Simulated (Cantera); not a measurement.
A closed system holds: 1 mol B, 9.6 mol N2, 1.8 mol H2, 0.38 mol O2, held at 1.00 bar.

Method: chemical equilibrium by Gibbs-energy minimisation in Cantera with the NASA 1993 tables (ideal gas, pure condensed phases). Candidate condensed phases: B, BN, B2O3, B3O3H3, H2O; 39 gas species. N2 is the only nitrogen source here; it is nearly inert below about 1500 K, so the nitride shown seldom forms there in practice. Mutual solubility and eutectic melting of coexisting phases are not modelled. Gases not in the tables: H3BO3. Kinetics and transport are ignored.

Task: Which condensed phases are stable at each of these points (T (°C)): 875, 950, 1025, 1100, 1175, 1250, 1325, 1400, 1475, 1550, 1625, 1700, 1775, 1850?

Result: 
| T (°C) | condensed phases | B condensed (%) |
|---|---|---|
| 875 | BN(s) + B2O3(l) | 100.0 |
| 950 | BN(s) + B2O3(l) | 100.0 |
| 1025 | BN(s) + B2O3(l) | 99.9 |
| 1100 | BN(s) + B2O3(l) | 99.7 |
| 1175 | BN(s) + B2O3(l) | 99.4 |
| 1250 | BN(s) + B2O3(l) | 98.7 |
| 1325 | BN(s) + B2O3(l) | 97.4 |
| 1400 | BN(s) + B2O3(l) | 94.6 |
| 1475 | BN(s) + B2O3(l) | 88.8 |
| 1550 | BN(s) + B2O3(l) | 76.1 |
| 1625 | BN(s) | 50.7 |
| 1700 | BN(s) | 47.7 |
| 1775 | BN(s) | 44.1 |
| 1850 | BN(s) | 40.0 |

From 875 °C to 1550 °C the condensed part is BN(s) + B2O3(l). From 1625 °C to 1850 °C the condensed part is BN(s).
